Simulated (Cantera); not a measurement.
**Thermodynamics of nitride etching, feed TiN + Cl2 + H2O**

Feed: 1 mol TiN, 5.3 mol Cl2, 3.5 mol H2O, held at 21.0 mbar.

These are equilibrium values from Cantera (NASA tables, ideal gas, pure condensed phases), not measurements of a reactor. Candidate condensed phases: H2O, NH4Cl, Ti, TiCl2, TiCl3, TiCl4, TiN, TiO, TiO2, Ti2O3, Ti3O5, Ti4O7; 38 gas species. Condensed phases not in the tables: TiOCl. Kinetics and transport are ignored.

From 925 °C to 1750 °C the condensed part is TiO2(rutile). The main Ti-bearing gas is TiCl4 at 925 °C and TiOCl2 at 1750 °C.

```csv
T (°C),x HCl,x Cl,x Cl2,x O2,x N2,x H2O,x OH,x O,n TiO2(rutile)
925,0.675,0.0136,0.182,0.0695,0.0496,0.00998,1.83e-6,4.37e-8,1.000
1000,0.675,0.0277,0.171,0.0701,0.0492,0.00749,4.17e-6,1.97e-7,1.000
1075,0.669,0.0510,0.155,0.0700,0.0486,0.00591,8.71e-6,7.45e-7,1.000
1150,0.658,0.0855,0.134,0.0691,0.0477,0.00499,1.71e-5,2.44e-6,0.999
1225,0.644,0.130,0.107,0.0676,0.0465,0.00457,3.25e-5,7.08e-6,0.999
1300,0.626,0.180,0.0779,0.0656,0.0453,0.00466,6.08e-5,1.85e-5,0.999
1375,0.609,0.226,0.0513,0.0635,0.0441,0.00534,0.000114,4.40e-5,0.999
1450,0.593,0.263,0.0311,0.0613,0.0432,0.00679,0.000213,9.71e-5,0.999
1525,0.580,0.290,0.0181,0.0589,0.0425,0.00919,0.000395,0.000200,0.999
1600,0.567,0.310,0.0104,0.0563,0.0420,0.0126,0.000708,0.000387,0.999
1675,0.553,0.326,0.00616,0.0532,0.0417,0.0171,0.00121,0.000707,0.999
1750,0.538,0.340,0.00375,0.0495,0.0413,0.0223,0.00198,0.00122,0.998
```
x: gas mole fraction; n: condensed amount in mol.
